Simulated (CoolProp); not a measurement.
A closed Brayton cycle with carbon dioxide: compressor inlet 305.15 K and 9 MPa, high pressure 19.8 MPa, turbine inlet 835 K, compressor efficiency 0.85, turbine efficiency 0.9, recuperator effectiveness 0 (on enthalpy, no pinch check). Each further row changes one setting.

Values from CoolProp's reference Helmholtz-energy equation of state, Span 1996.

| case | thermal efficiency (%) | net work (kJ/kg) | compressor to turbine work | compressor exit (K) | turbine exit (K) |
|---|---|---|---|---|---|
| as stated | 12.0 | 89.7 | 0.16 | 323.4 | 739.2 |
| turbine inlet 785 K | 12.0 | 82.6 | 0.17 | 323.4 | ? |
| compressor inlet 315.15 K | 12.3 | 80.6 | 0.24 | 359.4 | 739.2 |
| high pressure 16.8 MPa | ? | ? | 0.14 | 319.1 | 758.8 |
| recuperator effectiveness 0.5 | 18.5 | 89.7 | 0.16 | 323.4 | 739.2 |

Task: Complete the blanks.

Result: 
- turbine inlet 785 K, turbine exit (K): 692.7
- high pressure 16.8 MPa, thermal efficiency (%): 9.7
- high pressure 16.8 MPa, net work (kJ/kg): 73.2
